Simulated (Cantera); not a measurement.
A Cantera script and what it prints.

```python
import numpy as np
import cantera as ct

gas_names = [...]  # 114 gases of nasa_gas.yaml made of C, Fe, H, O
cond_names = """
    C(gr) C6H6(L) C7H8(L) C8H18(L),n-octa Fe(a) Fe(c) Fe(d) Fe(L) FeC5O5(L) FeO(s) FeO(L) Fe(OH)2(s)
    Fe(OH)3(s) Fe2O3(s) Fe3O4(s) H2O(s) H2O(L)
""".split()


# ... load() reads the species with a 1 bar reference pressure and builds the phases ...
atoms = {
    'Fe(CO)5': {'Fe': 1, 'C': 5, 'O': 5},
    'O2': {'O': 2},
    'H2': {'H': 2},
}
top_T = {'C(gr)': 4500, 'Fe2O3(s)': 1830, 'Fe3O4(s)': 1870}  # K; cautious upper limits of use, not melting points


# ... equilibrate(T, P, feed) seeds the gas with the atoms and calls Mixture.equilibrate('TP', solver="vcs", rtol=1e-11, max_steps=5000) ...
results = []
feed = {'Fe(CO)5': 1, 'O2': 2.9, 'H2': 0.62}  # mol
P = 100000  # Pa
for T in [1123, 1173, 1223, 1273, 1323, 1373, 1423, 1473, 1523, 1573, 1623, 1673]:
    mix = equilibrate(T, P, feed)
    results.append((T, P, feed, dict(zip(mix.species_names, mix.species_moles))))

top = {s: max(r[3][s] / sum(r[3][g] for g in gas_names) for r in results) for s in gas_names}
cols = sorted((s for s in top if top[s] > 0.001), key=lambda s: -top[s])[:9]
seen = [c for c in cond_names if any(r[3].get(c, 0) > 1e-12 for r in results)]
print("log10 of partial pressures in bar; condensed amounts in mol")
print(f"{'T/K':>10s}" + "".join(f"{s[:9]:>10s}" for s in cols + seen))
for T, P, feed, n in results:
    ng = sum(n[g] for g in gas_names)
    print(f"{T:10.4g}" + "".join(f"{np.log10(max(n[s] / ng * P / 1e5, 1e-99)):10.3f}" for s in cols)
          + "".join(f"{n.get(c, 0):10.4g}" for c in seen))
```

Result:

```
log10 of partial pressures in bar; condensed amounts in mol
       T/K       CO2        CO       H2O        H2    FeO(s)    FeO(L)
      1123    -0.120    -0.883    -1.021    -1.823         1         0
      1173    -0.121    -0.878    -1.013    -1.875         1         0
      1223    -0.122    -0.873    -1.007    -1.923         1         0
      1273    -0.122    -0.869    -1.002    -1.968         1         0
      1323    -0.123    -0.866    -0.998    -2.009         1         0
      1373    -0.123    -0.863    -0.994    -2.048         1         0
      1423    -0.124    -0.861    -0.991    -2.084         1         0
      1473    -0.124    -0.859    -0.989    -2.117         1         0
      1523    -0.124    -0.858    -0.986    -2.148         1         0
      1573    -0.125    -0.856    -0.984    -2.177         1         0
      1623    -0.125    -0.855    -0.983    -2.204         1         0
      1673    -0.125    -0.854    -0.981    -2.229         0         1
```

Method: chemical equilibrium by Gibbs-energy minimisation in Cantera with the NASA 1993 tables (ideal gas, pure condensed phases). The tables' stoichiometric FeO is somewhat more stable than real wüstite, so its field is too wide. FeO: taken at fixed stoichiometry.
